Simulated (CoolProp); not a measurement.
Saturation properties of octamethylcyclotetrasiloxane (D4) (Tc = 586.5 K, pc = 1347 kPa, ω = 0.598).

The numbers come from the reference Helmholtz-energy equation of state, Thol 2015 in CoolProp.

| T (K) | p (kPa) | vapour density (kg/m³) | enthalpy of vaporisation (kJ/kg) | liquid cp (kJ/(kg K)) | surface tension (mN/m) |
|---|---|---|---|---|---|
| 327.9 | 0.9527 | 0.1039 | 174.6 | 1.723 | 15.8 |
| 338.5 | 1.719 | 0.1818 | 170.9 | 1.743 | 15.0 |
| 349.1 | 2.960 | 0.3040 | 167.1 | 1.765 | 14.3 |
| 359.7 | 4.885 | 0.4883 | 163.4 | 1.787 | 13.5 |
| 370.3 | 7.763 | 0.7564 | 159.7 | 1.810 | 12.7 |
| 380.9 | 11.93 | 1.135 | 155.9 | 1.833 | 12.0 |
| 391.5 | 17.77 | 1.654 | 152.2 | 1.857 | 11.2 |
| 402.1 | 25.74 | 2.350 | 148.4 | 1.882 | 10.5 |
| 412.7 | 36.39 | 3.264 | 144.6 | 1.907 | 9.78 |
| 423.3 | 50.29 | 4.442 | 140.7 | 1.932 | 9.07 |
| 433.9 | 68.09 | 5.940 | 136.7 | 1.958 | 8.36 |

It boils at 448.9 K under 1 atm.

Surface tension comes from a separate correlation (Mulero 2014), older than this fluid's equation and unchecked against measurements.
